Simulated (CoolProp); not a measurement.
The numbers come from the reference Helmholtz-energy equation of state, Lemmon 2006 in CoolProp. It is a short technical equation, of lower accuracy than the large ones.

Problem. For C3F8 (R218), give the phase and the cv (kJ/(kg K)), Joule-Thomson coefficient (K/MPa), viscosity (µPa s), conductivity (mW/(m K)) at 166.85 °C and 20000 kPa.

Solution. 
- 166.85 °C and 20000 kPa: supercritical; cv 0.955, Joule-Thomson coefficient 0.258, viscosity 89.0, conductivity 43.8

Viscosity comes from a separate model (Huber 2003), an estimate that may be off by 10 % or more. Thermal conductivity comes from a separate model (Huber 2003), an estimate that may be off by 10 % or more.
